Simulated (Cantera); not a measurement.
An isothermal, constant-pressure homogeneous reactor starts with H₂ : O₂ : N₂ = 1.8 : 1 : 1.3 (molar parts), at 1350 K and 13300 Pa. Integrator tolerance rtol = 1e-08.

Computed with Cantera and the H2/O2 subset of GRI-Mech 3.0, which has no nitrogen chemistry. The temperature is held fixed by assumption; the heat of reaction is taken as removed at once.

Question: What does this change do: temperature 1350 to 925 K?

Answer: 
```csv
quantity,before,after
x(H₂) at 1.00 s,1.99e-6 (gas-phase equilibrium 1.79e-6),0.00339 (gas-phase equilibrium 6.85e-11)
x(O₂) at 1.00 s,0.0312 (gas-phase equilibrium 0.0312),0.0329 (gas-phase equilibrium 0.0312)
x(H₂O) at 1.00 s,0.562 (gas-phase equilibrium 0.562),0.558 (gas-phase equilibrium 0.562)
x(H₂O₂) at 1.00 s,3.18e-9 (gas-phase equilibrium 2.88e-9),1.93e-5 (gas-phase equilibrium 3.63e-11)
x(H) at 1.00 s,1.03e-8 (gas-phase equilibrium 8.79e-9),4.11e-7 (gas-phase equilibrium <1e-12)
```
Radical loss at walls, strong at low pressure, is not modelled. Below about 950 K walls govern HO2 and H2O2 in real vessels.
